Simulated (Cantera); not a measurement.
Input: 1 mol HMDSO, 0.064 mol O3, at 19.0 mbar.

These are equilibrium values from Cantera (NASA tables, ideal gas, pure condensed phases), not measurements of a reactor. Candidate condensed phases: C, C6H6, C7H8, C8H18, H2O, Si, SiC, SiO2; 123 gas species. The feed counts by its element totals alone. Mutual solubility and eutectic melting of coexisting phases are not modelled. The tables hold silica as quartz up to 1696 K and as liquid above; real silica turns to tridymite and cristobalite and melts near 1996 K. Rates play no part.

log p: log10 of the partial pressure in bar; n: condensed amount in mol.

```tsv
T (K)	log p H2	log p CO	log p CH4	log p SiO	n C(graphite)	n SiC(s)	n SiO2(β-quartz)
998	-1.72	-6.94	-4.45	-11.03	4.58	1.40	0.596
1048	-1.72	-6.18	-4.68	-10.07	4.59	1.40	0.596
1098	-1.72	[?]	[?]	[?]	4.59	1.40	0.595
1148	-1.72	[?]	[?]	[?]	4.58	1.41	0.593
1198	-1.72	-4.29	-5.24	-7.68	4.56	1.42	0.584
1248	-1.73	-3.76	-5.40	-7.02	4.47	1.45	0.554
1298	-1.73	-3.27	-5.57	-6.41	4.20	1.53	0.466
1348	-1.76	-2.82	-5.75	-5.84	3.44	1.79	0.210
1398	-1.78	-2.65	-5.91	-5.56	2.81	2.00	0
1448	-1.78	-2.65	-6.03	-5.46	2.81	2.00	0
1498	-1.78	-2.65	-6.14	-5.37	2.81	2.00	0
1548	-1.78	-2.65	-6.24	-5.28	2.81	2.00	0
```

### Question
Complete the blanks.

### Answer

- 1098, log p CO: -5.49
- 1098, log p CH4: -4.88
- 1098, log p SiO: -9.20
- 1148, log p CO: -4.86
- 1148, log p CH4: -5.07
- 1148, log p SiO: -8.41
